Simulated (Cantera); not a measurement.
Feed: 1 mol SiHCl₃, 0.012 mol C₃H₈, 170 mol H₂, held at 777 °C and 0.300 bar.

Equilibrium computed with Cantera from the NASA thermochemical tables; the gas is ideal and each condensed phase is pure. Candidate condensed phases: C, C₆H₆, C₇H₈, C₈H₁₈, Si, SiC; 109 gas species. Mutual solubility and eutectic melting of coexisting phases are not modelled. The tables' values for SiCl₃ are old estimates; treat these amounts as uncertain. The numbers say what is thermodynamically allowed, not how fast it happens.

### Question
What is the equilibrium state?

### Answer
| Item | Value |
|---|---|
| x(H₂) | 0.989 |
| x(HCl) | 0.00788 |
| x(SiHCl₃) | 0.00143 |
| x(SiCl₄) | 0.00110 |
| x(SiH₂Cl₂) | 0.000213 |
| x(SiCl₂) | 0.000117 |
| x(SiCl₃) | 8.43e-5 |
| x(CH₄) | 9.95e-6 |
| x(SiH₃Cl) | 8.23e-6 |
| n(Si(s)) | 0.459 mol |
| n(SiC(s)) | 0.0343 mol |
| gas amount | 171.6 mol |
| log10 activity of C(graphite) (absent) | -3.23 |
